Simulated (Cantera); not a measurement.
# Thermodynamics of silicon oxide and oxynitride deposition, feed Si2H6 + O3 + H2

Charge: 1 mol Si2H6, 2.7 mol O3, 28 mol H2, held at 873 K and 9.00 Torr.

Method: chemical equilibrium by Gibbs-energy minimisation in Cantera with the NASA 1993 tables (ideal gas, pure condensed phases). Candidate condensed phases: H2O, Si, SiO2; 18 gas species. The feed counts by its element totals alone. Rates play no part.

```json
{
 "x(H2)": "0.868",
 "x(H2O)": "0.132",
 "n(SiO2(β-quartz))": "2.00 mol",
 "gas_amount": "31.00 mol",
 "log10 activity of Si(s) (absent)": "-19.51"
}
```
